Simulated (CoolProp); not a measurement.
A simple Rankine cycle with sulfur dioxide: condensing at 323.15 K, boiler at 2.91 MPa, turbine inlet 524 K, turbine efficiency 0.7, pump efficiency 0.8, no recuperator. Each further row changes one setting.

Values from CoolProp's reference Helmholtz-energy equation of state, Gao 2016.

```
case                             thermal efficiency (%)  net work (kJ/kg)  heat in (kJ/kg)  turbine exit temperature (K)  volume ratio over the turbine
-------------------------------  ----------------------  ----------------  ---------------  ----------------------------  -----------------------------
as stated                                          10.2                 ?              466                             ?                              ?
condensing temperature 315.15 K                    11.6              55.6              478                         428.0                              ?
boiler pressure 2.04 MPa                              ?              36.1              472                         464.9                              ?
turbine efficiency 0.6                                ?              40.6              466                         450.7                           3.08
```

Complete the blanks.


- as stated, net work (kJ/kg): 47.7
- as stated, turbine exit temperature (K): 441.1
- as stated, volume ratio over the turbine: 3.00
- condensing temperature 315.15 K, volume ratio over the turbine: 3.68
- boiler pressure 2.04 MPa, thermal efficiency (%): 7.6
- boiler pressure 2.04 MPa, volume ratio over the turbine: 2.19
- turbine efficiency 0.6, thermal efficiency (%): 8.7
